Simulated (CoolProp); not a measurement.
The fluid at 822.94 K and 2.41 MPa expands adiabatically to 0.566 MPa with isentropic efficiency 0.8. The same conditions are run with several fluids, on thermodynamics alone (safety and materials aside).

Computed with CoolProp (reference Helmholtz-energy equation of state of each fluid (carbon dioxide: Span 1996; dry air: Lemmon 2000; nitrogen: Span 2000; oxygen: Schmidt 1985; water: Wagner 2002)). Blends and air are pseudo-pure fits.

Problem. Rank carbon dioxide, dry air, nitrogen, oxygen, water by work (kJ/kg), highest first.

Solution. water (372), nitrogen (236), dry air (228), oxygen (209), carbon dioxide (160)

```
fluid           final temperature (K)  final density (kg/m³)
--------------  ---------------------  ---------------------
carbon dioxide                  682.1                   4.39
dry air                         612.2                   3.21
nitrogen                        610.1                   3.12
oxygen                          622.0                   3.50
water                           640.4                   1.93
```

Above 300 K oxygen's equation is extrapolated.
